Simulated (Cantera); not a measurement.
A perfectly stirred reactor is fed with C₂H₆ : N₂ = 1 : 53 (molar parts), at 750 Torr; it is held at 1925 K, and followed from long to short residence time.

Computed with Cantera and GRI-Mech 3.0 (53 species, 325 reactions). GRI-Mech 3.0 stops at C3 and has no aromatics, soot or wall deposition, so with more carbon than oxygen in the feed, carbon stays in small species such as C2H2 where larger ones or solid carbon would form.

### Question
What does this change do: 1.2 parts H2O added?

### Answer
| quantity | before | after |
|---|---|---|
| x(C₂H₆) at τ = 2.20 s | 8.15e-8 | 8.41e-8 |
| x(CH₄) at τ = 2.20 s | 0.000263 | 0.000439 |
| x(HCN) at τ = 2.20 s | 0.00103 | 0.000621 |
| x(C₂H₂) at τ = 2.20 s | 0.0172 | 0.00715 |
| x(CH₃) at τ = 2.20 s | 2.77e-5 | 3.47e-5 |
| x(C₂H₆) at τ = 31.0 ms | 5.28e-6 | 5.03e-6 |
| x(CH₄) at τ = 31.0 ms | 0.00157 | 0.00195 |
| x(HCN) at τ = 31.0 ms | 0.000184 | 0.000129 |
| x(C₂H₂) at τ = 31.0 ms | 0.0169 | 0.0126 |
| x(CH₃) at τ = 31.0 ms | 0.000218 | 0.000229 |
